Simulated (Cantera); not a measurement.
Input: 1 mol C3H6, 1.6 mol NH3, 61 mol H2, 0.39 mol CO2, at 31.0 bar.

Equilibrium computed with Cantera from the NASA thermochemical tables; the gas is ideal and each condensed phase is pure. Candidate condensed phases: C, C6H6, C7H8, C8H18, H2O; 136 gas species. The ideal-gas law is rough above about 30 bar. The numbers say what is thermodynamically allowed, not how fast it happens.

What share of the C ends up in condensed phases as a function of T (K), at 1950, 2050, 2150, 2250, 2350, 2450, 2550?


| T (K) | C condensed (%) | as |
|---|---|---|
| 1950 | 44.1 | C(graphite) |
| 2050 | 47.0 | C(graphite) |
| 2150 | 46.3 | C(graphite) |
| 2250 | 41.9 | C(graphite) |
| 2350 | 33.4 | C(graphite) |
| 2450 | 19.9 | C(graphite) |
| 2550 | 0.4 | C(graphite) |
